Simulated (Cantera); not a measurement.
A closed system holds: 1 mol PbO, 12 mol CO, 1.9 mol H₂, 1.4 mol C, equilibrated at 13300 Pa.

These are equilibrium values from Cantera (NASA tables, ideal gas, pure condensed phases), not measurements of a reactor. Candidate condensed phases: C, C₆H₆, C₇H₈, C₈H₁₈, H₂O, Pb, PbO, PbO₂, Pb₃O₄; 113 gas species. The numbers say what is thermodynamically allowed, not how fast it happens.

x: gas mole fraction; n: condensed amount in mol.

| T (K) | x CO | x H₂ | x Pb | x CO₂ | n C(graphite) | n Pb(l) |
|---|---|---|---|---|---|---|
| 1098 | 0.861 | 0.127 | 0.000876 | (withheld) | 0.552 | 0.987 |
| 1198 | 0.866 | 0.127 | 0.00468 | (withheld) | 0.434 | 0.930 |
| 1298 | 0.855 | 0.125 | 0.0192 | (withheld) | 0.410 | 0.709 |
| 1398 | 0.817 | 0.119 | 0.0629 | (withheld) | 0.403 | 0 |
| 1498 | 0.818 | 0.119 | 0.0629 | (withheld) | 0.401 | 0 |
| 1598 | 0.818 | 0.119 | 0.0629 | (withheld) | 0.400 | 0 |
| 1698 | 0.818 | 0.119 | 0.0629 | (withheld) | 0.400 | 0 |
| 1798 | 0.817 | 0.119 | 0.0629 | (withheld) | 0.399 | 0 |
| 1898 | 0.817 | 0.119 | 0.0629 | (withheld) | 0.399 | 0 |
| 1998 | 0.817 | 0.119 | 0.0628 | (withheld) | 0.397 | 0 |
| 2098 | 0.816 | 0.118 | 0.0628 | (withheld) | 0.395 | 0 |
| 2198 | 0.815 | 0.116 | 0.0627 | (withheld) | 0.391 | 0 |
| 2298 | 0.814 | 0.114 | 0.0626 | (withheld) | 0.384 | 0 |

Problem. Some entries are withheld; supply them.

Solution. 
- 1098, x CO₂: 0.00903
- 1198, x CO₂: 0.00194
- 1298, x CO₂: 0.000516
- 1398, x CO₂: 0.000156
- 1498, x CO₂: 6.02e-5
- 1598, x CO₂: 2.63e-5
- 1698, x CO₂: 1.28e-5
- 1798, x CO₂: 6.73e-6
- 1898, x CO₂: 3.81e-6
- 1998, x CO₂: 2.30e-6
- 2098, x CO₂: 1.46e-6
- 2198, x CO₂: 9.65e-7
- 2298, x CO₂: 6.63e-7
